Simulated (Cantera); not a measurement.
Charge: 1 mol SiCl4, 0.86 mol H2, 3.5 mol HCl, at 1302 °C and 16500 Torr.

Cantera equilibrium calculation (NASA polynomials, part measured and part estimated; ideal gas, pure solids and liquids). Candidate condensed phases: Si; 19 gas species. The tables' values for SiCl3 are old estimates; treat these amounts as uncertain. Kinetics and transport are ignored.

Base state: HCl 0.663, SiCl4 0.175, H2 0.151, SiHCl3 0.00534, SiCl3 0.00532, SiCl2 0.000423, SiH2Cl2 2.69e-5, Cl 1.20e-5 (mole fractions); condensed: gas only.

### Question
What changes in the equilibrium state with this change: temperature from 1302 °C to 850 °C?

### Answer
| species | before | after |
|---|---|---|
| HCl | 0.663 | 0.654 |
| SiCl4 | 0.175 | 0.186 |
| H2 | 0.151 | 0.160 |
| SiCl2 | 0.000423 | 5.82e-8 |
| Cl | 1.20e-5 | 1.32e-8 |
